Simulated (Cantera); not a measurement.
**Thermodynamics of silicon oxide and oxynitride deposition, feed TEOS + N₂O**

Feed: 1 mol TEOS, 20 mol N₂O, at 0.410 bar.

Equilibrium computed with Cantera from the NASA thermochemical tables; the gas is ideal and each condensed phase is pure. Candidate condensed phases: C, C₆H₆, C₇H₈, C₈H₁₈, H₂O, Si, SiC, SiO₂, Si₂N₂O, Si₃N₄; 151 gas species. The feed counts by its element totals alone. The tables hold silica as quartz up to 1696 K and as liquid above; real silica turns to tridymite and cristobalite and melts near 1996 K. Gases not in the tables: Si(OH)₄. Kinetics and transport are ignored.

At 550 K the condensed part is C(graphite) + SiO₂(α-quartz). From 650 K to 750 K the condensed part is SiO₂(α-quartz). From 850 K to 1650 K the condensed part is SiO₂(β-quartz). From 1750 K to 1850 K the condensed part is SiO₂(condensed).

| T (K) | x N₂ | x H₂O | x CO₂ | x H₂ | x CO | x CH₄ | n C(graphite) | n SiO₂(α-quartz) | n SiO₂(β-quartz) | n SiO₂(condensed) |
|---|---|---|---|---|---|---|---|---|---|---|
| 550 | 0.552 | 0.215 | 0.196 | 0.0119 | 0.000187 | 0.0245 | 0.00918 | 1.00 | 0 | 0 |
| 650 | 0.542 | 0.196 | 0.199 | 0.0449 | 0.00293 | 0.0151 | 0 | 1.00 | 0 | 0 |
| 750 | 0.529 | 0.178 | 0.195 | 0.0821 | 0.0147 | 0.00223 | 0 | 1.00 | 0 | 0 |
| 850 | 0.526 | 0.184 | 0.185 | 0.0791 | 0.0260 | 5.15e-5 | 0 | 0 | 1.00 | 0 |
| 950 | 0.526 | 0.193 | 0.175 | 0.0699 | 0.0354 | 1.64e-6 | 0 | 0 | 1.00 | 0 |
| 1050 | 0.526 | 0.201 | 0.167 | 0.0618 | 0.0435 | 8.89e-8 | 0 | 0 | 1.00 | 0 |
| 1150 | 0.526 | 0.208 | 0.160 | 0.0550 | 0.0503 | 7.40e-9 | 0 | 0 | 1.00 | 0 |
| 1250 | 0.526 | 0.214 | 0.155 | 0.0494 | 0.0559 | 8.76e-10 | 0 | 0 | 1.00 | 0 |
| 1350 | 0.526 | 0.218 | 0.150 | 0.0448 | 0.0605 | 1.38e-10 | 0 | 0 | 1.00 | 0 |
| 1450 | 0.526 | 0.222 | 0.146 | 0.0410 | 0.0642 | 2.76e-11 | 0 | 0 | 1.00 | 0 |
| 1550 | 0.526 | 0.225 | 0.143 | 0.0379 | 0.0674 | 6.74e-12 | 0 | 0 | 1.00 | 0 |
| 1650 | 0.526 | 0.228 | 0.141 | 0.0353 | 0.0700 | 1.94e-12 | 0 | 0 | 1.000 | 0 |
| 1750 | 0.526 | 0.230 | 0.138 | 0.0331 | 0.0721 | <1e-12 | 0 | 0 | 0 | 1.000 |
| 1850 | 0.526 | 0.232 | 0.137 | 0.0313 | 0.0740 | <1e-12 | 0 | 0 | 0 | 1.000 |
x: gas mole fraction; n: condensed amount in mol.
